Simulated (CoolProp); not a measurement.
Vapour-liquid equilibrium of R114 (1) + n-hexane (2) at 303.2 K; x and y are mole fractions of (1).

Values from CoolProp's multi-fluid Helmholtz-energy mixture model, Platzer 1990 and Thol 2019; pair parameters Bell 2016. This equation is an older, rougher fit; its heat capacities, sound speeds and derivatives of the liquid may be far off and weren't checked against measurements.

```csv
x,"bubble pressure, mixture model (MPa)","bubble pressure, Raoult's law (MPa)","y, mixture model","y, Raoult's law"
0.05,0.04432,0.03632,0.457,0.346
0.125,0.07016,0.05330,0.677,0.590
0.2,0.09265,0.07028,0.771,0.715
0.275,0.1123,0.08727,0.823,0.792
0.35,0.1297,0.1042,0.857,0.844
0.425,0.1453,0.1212,0.882,0.881
0.5,0.1597,0.1382,0.902,0.910
0.575,0.1732,0.1552,0.918,0.932
0.65,0.1862,0.1722,0.933,0.949
0.725,0.1991,0.1892,0.947,0.964
0.8,0.2124,0.2061,0.960,0.976
0.875,0.2262,0.2231,0.974,0.986
0.95,0.2410,0.2401,0.989,0.995
```

The largest gap from Raoult's law is +31.8 % in bubble pressure, at x = 0.2. No azeotrope shows between x = 0.05 and 0.95.

The pair parameters rest on a limited set of measurements; away from them the model extrapolates.
